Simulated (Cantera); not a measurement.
# Thermodynamics of chlorosilane synthesis and conversion, feed Si + Cl₂ + H₂

Feed: 1 mol Si, 1.1 mol Cl₂, 2.1 mol H₂, equilibrated at 1098 K and 14300 Torr.

Cantera equilibrium calculation (NASA polynomials, part measured and part estimated; ideal gas, pure solids and liquids). Candidate condensed phases: Si; 19 gas species. The tables' values for SiCl₃ are old estimates; treat these amounts as uncertain. Kinetics and transport are ignored.

```
Item            Value
----------  ---------
x(H₂)           0.741
x(SiCl₄)        0.117
x(SiHCl₃)       0.115
x(SiH₂Cl₂)     0.0134
x(HCl)         0.0110
x(SiCl₃)      0.00167
x(SiH₃Cl)    0.000414
x(SiCl₂)     0.000334
x(SiH₄)       5.49e-6
n(Si(s))    0.364 mol
gas amount  2.567 mol
```
